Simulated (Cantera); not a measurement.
Feed: 1 mol Si₂H₆, 4.1 mol O₂, at 1100 K and 0.133 bar.

Method: chemical equilibrium by Gibbs-energy minimisation in Cantera with the NASA 1993 tables (ideal gas, pure condensed phases). Candidate condensed phases: H₂O, Si, SiO₂; 18 gas species. The feed counts by its element totals alone. The numbers say what is thermodynamically allowed, not how fast it happens.

Base state: H₂O 0.833, O₂ 0.167 (mole fractions); condensed: SiO₂(β-quartz).

Task: What changes in the equilibrium state with this change: temperature from 1100 K to 1723.15 K?

Result: 
| species | before | after |
|---|---|---|
| H₂O | 0.833 | 0.832 |
| O₂ | 0.167 | 0.166 |
| OH | 3.07e-6 | 0.00191 |
| O | 2.79e-9 | 6.36e-5 |
| H₂ | 7.37e-9 | 0.000143 |
| SiO₂(β-quartz), mol | 2.00 | 0 |
| SiO₂(condensed), mol | 0 | 2.00 |
The tables hold silica as quartz up to 1696 K and as liquid above; real silica turns to tridymite and cristobalite and melts near 1996 K. Gases not in the tables: Si(OH)₄.
